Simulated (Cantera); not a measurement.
Cantera with NASA thermochemical tables; ideal gases at 1 bar, condensed phases pure. Values are per mole of reaction as written; species without (g) are pure solids or liquids, kept so even where they would boil at 1 bar.

Question: Between 300 and 1050 K, where is each reaction favourable under standard conditions?
- 2 Na(g) + S → Na2S
- Na2S → 2 Na + S
- 2 Na2S → S2(g) + 4 Na(g)

Answer: 
- 2 Na(g) + S → Na2S: ΔG° is -508 kJ at 300 K and -328 kJ at 1050 K; it stays negative (K > 1). ΔH° is -573 kJ and ΔS° -232 J/K at 1050 K.
- Na2S → 2 Na + S: ΔG° is 355 kJ at 300 K and 309 kJ at 1050 K; it stays positive (K < 1). ΔH° is 376 kJ and ΔS° 64 J/K at 1050 K.
- 2 Na2S → S2(g) + 4 Na(g): ΔG° is 1095 kJ at 300 K and 637 kJ at 1050 K; it stays positive (K < 1). ΔH° is 1246 kJ and ΔS° 580 J/K at 1050 K.
